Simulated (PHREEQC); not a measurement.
Dissolve 0.29 mol Cd(NO3)2 per kg of water at 20 °C. Closed to the air; pH follows from the charge balance.

Model: ion-association model, phreeqc.dat, run in PHREEQC.

Each row changes one thing in this solution. No solid was allowed to form.

```csv
case,pH,ionic strength (mol/kgw),NO3- (mol/kgw),Cd+2 (mol/kgw),CdNO3+ (mol/kgw),Cd2OH+3 (mol/kgw)
as made,5.38,0.715,0.502,0.212,0.0776,4.25e-6
diluted 5-fold with water,5.86,0.163,0.111,0.0527,0.00528,7.83e-7
diluted 100-fold with water,6.46,0.00863,0.00577,0.00287,3.28e-5,7.71e-9
temperature from 20 to 10 °C,5.57,0.679,0.485,0.195,0.0953,2.81e-6
temperature from 20 to 45 °C,5.00,0.780,0.535,0.245,0.0452,1.01e-5
temperature from 20 to 30 °C,5.22,0.745,0.517,0.227,0.0627,6.17e-6
```

The ionic strength passes 0.7 mol/kgw, the rough limit of the ion-association models, in as made; temperature from 20 to 45 °C; temperature from 20 to 30 °C. Complexes and solids missing from the database can't appear. Away from 25 °C the constants follow the database's enthalpies or fits; those with neither stay at their 25 °C values.
